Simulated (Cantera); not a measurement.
A closed system holds: 1 mol V2O5, 540 mol H2, 77 mol N2, held at 1325 K and 79.0 Pa.

Cantera equilibrium calculation (NASA polynomials, part measured and part estimated; ideal gas, pure solids and liquids). Candidate condensed phases: H2O, V, VN, VO, V2O3, V2O4, V2O5; 28 gas species. Condensed phases not in the tables: the oxides between V2O3 and V2O5 other than VO2. The numbers say what is thermodynamically allowed, not how fast it happens.

Base state: H2 0.872, N2 0.125, H2O 0.00324, H 5.43e-5 (mole fractions); condensed: V2O3(s).

Q: What changes in the equilibrium state with this change: temperature from 1325 K to 1898 K?

A: 
```csv
species,before,after
H2,0.872,0.846
N2,0.125,0.123
H,5.43e-5,0.0256
VO2,3.13e-9,0.000731
VO,<1e-9,0.000463
V,<1e-9,2.39e-5
OH,2.95e-9,1.01e-5
H2O,0.00324,0.00408
"V2O3(s), mol",1.000,0
"VO(s), mol",0,1.24
```
VO: taken at fixed stoichiometry.

Q: What changes in the equilibrium state with this change: temperature from 1325 K to 1973.15 K?

A: 
```
species        before     after
------------  -------  --------
H2              0.872     0.828
N2              0.125     0.122
H             5.43e-5    0.0437
VO2           3.13e-9   0.00153
VO              <1e-9   0.00150
V               <1e-9  0.000132
OH            2.95e-9   1.67e-5
H2O           0.00324   0.00333
V2O3(s), mol    1.000         0
```
